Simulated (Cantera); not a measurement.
A Cantera script and what it prints.

```python
import numpy as np
import cantera as ct

gas_names = """
    O2 F2
""".split()
cond_names = """
    Ca(b) CaF2(a) CaO(s)
""".split()


def load(file, names, dense=False):
    # The tables refer to 1 bar. Condensed volumes are neglected.
    table = {s.name: s for s in ct.Species.list_from_file(file)}
    out = []
    for n in names:
        d = dict(table[n].input_data)
        d["thermo"] = dict(d["thermo"], **{"reference-pressure": 1e5})
        if dense:
            d["equation-of-state"] = {"model": "constant-volume", "density": "1e6 g/cm^3"}
        out.append(ct.Species.from_dict(d))
    return out


species = {s.name: s for s in load("nasa_gas.yaml", gas_names) + load("nasa_condensed.yaml", cond_names)}
T = 950
g = {n: (s.thermo.h(T) - T * s.thermo.s(T)) / (ct.gas_constant * T * np.log(10)) for n, s in species.items()}
valid = cond_names  # the entries whose range holds T


def stable(la, lb):
    # potentials (over RT ln 10) of the two non-metals from log10 p(O2) and log10 p(F2) in bar
    mu = {}
    mu["O"] = (g["O2"] + la) / 2
    mu["F"] = (g["F2"] + lb) / 2
    cost = {}
    for n in valid:
        c = species[n].composition
        cost[n] = (g[n] - sum(c.get(e, 0) * m for e, m in mu.items())) / c["Ca"]
    return min(cost, key=cost.get)


results = []
for lb in [0, -3, -6, -9, -12, -15, -18, -21, -24, -27, -30]:
    row = [stable(la, lb) for la in [-13, -12.1, -11.1, -10.2, -9.3, -8.3, -7.4, -6.5, -5.5, -4.6, -3.7, -2.7, -1.8, -0.9, 0.1, 1]]
    results.append(row)
    print(f"{lb:6.1f}  " + " ".join(f"{valid.index(n):x}" for n in row))
print("key: " + ", ".join(f"{i:x} {n}" for i, n in enumerate(valid)))
```

Output:

```
   0.0  1 1 1 1 1 1 1 1 1 1 1 1 1 1 1 1
  -3.0  1 1 1 1 1 1 1 1 1 1 1 1 1 1 1 1
  -6.0  1 1 1 1 1 1 1 1 1 1 1 1 1 1 1 1
  -9.0  1 1 1 1 1 1 1 1 1 1 1 1 1 1 1 1
 -12.0  1 1 1 1 1 1 1 1 1 1 1 1 1 1 1 1
 -15.0  1 1 1 1 1 1 1 1 1 1 1 1 1 1 1 1
 -18.0  1 1 1 1 1 1 1 1 1 1 1 1 1 1 1 1
 -21.0  1 1 1 1 1 1 1 1 1 1 1 1 1 1 1 1
 -24.0  1 1 1 1 1 1 1 1 1 1 1 1 1 1 1 1
 -27.0  1 1 1 1 1 1 1 1 1 1 1 1 1 1 1 1
 -30.0  1 1 1 1 1 1 1 1 1 1 1 1 2 2 2 2
key: 0 Ca(b), 1 CaF2(a), 2 CaO(s)
```

Standard-state values (1 bar) from the NASA 1993 polynomials, evaluated with Cantera. Not in the tables: oxide halides.
